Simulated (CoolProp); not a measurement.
Computed with CoolProp (reference Helmholtz-energy equation of state, Lemmon 2013).

Give the vapour pressure (bar), vapour density (kg/m³), enthalpy of vaporisation (kJ/kg), surface tension (mN/m) of saturated propylene at 25.45 °C.


| T (°C) | p (bar) | vapour density (kg/m³) | enthalpy of vaporisation (kJ/kg) | surface tension (mN/m) |
|---|---|---|---|---|
| 25.45 | 11.7 | 24.7 | 334 | 6.90 |

Surface tension comes from a separate correlation (Mulero 2012).
